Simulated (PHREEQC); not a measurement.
0.016 g of hydrous ferric oxide (600 m²/g; 0.2 weak and 0.005 strong sites per Fe, Dzombak-Morel constants, diffuse double layer) in 1 kg of water with 0.001 mol/kgw of an inert sodium salt and 1.2e-07 mol/kgw PbCl2 and 1.3e-07 mol/kgw MgCl2, at 25 °C; the pH is set by adding NaOH or the inert anion's acid. O2 is buffered at 0.21 atm. No CO2 enters from the air. Precipitation was switched off in this run.

All values are PHREEQC results (ion-association model, wateq4f.dat), not measurements.

```csv
pH,Pb sorbed (%),Mg sorbed (%),surface charge σ (C/m²),surface potential ψ (mV)
4,5.7,0.0,0.117,210
4.5,30.3,0.0,0.078,191
5,76.0,0.0,0.050,169
6,99.5,0.0,0.019,[?]
6.5,99.9,0.0,0.011,92
7,100.0,0.0,0.006,64
7.5,100.0,0.5,[?],36
8.5,100.0,31.0,-0.002,-22
9,100.0,81.1,-0.004,-51
9.5,100.0,[?],-0.008,-79
10,100.0,99.7,-0.015,-106
11,100.0,100.0,-0.054,-154
11.5,100.0,100.0,-0.106,-170
12,100.0,100.0,-0.198,-176
```

Task: Some entries are withheld; supply them.

Result: 
- 6, surface potential ψ (mV): 120
- 7.5, surface charge σ (C/m²): 0.003
- 9.5, Mg sorbed (%): 97.6

Species that the database lacks are ignored.
